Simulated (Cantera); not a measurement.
Feed: 1 mol BN, 13 mol HF, 1.1 mol N2, at 1473 K and 0.460 bar.

Method: chemical equilibrium by Gibbs-energy minimisation in Cantera with the NASA 1993 tables (ideal gas, pure condensed phases). Candidate condensed phases: B, BN; 31 gas species. Equilibrium is a limit: real reactors are often held back by kinetics, nucleation or transport.

Base state: HF 0.709, N2 0.113, H2 0.106, BF3 0.0709 (mole fractions); condensed: gas only.

Question: What changes in the equilibrium state with this change: 0.095 mol Cl2 added?

Answer: 
```
species  before   after
-------  ------  ------
HF        0.709   0.704
N2        0.113   0.113
H2        0.106  0.0990
HCl           0  0.0134
BF3      0.0709  0.0704
```
Further candidate phases: NH4Cl.
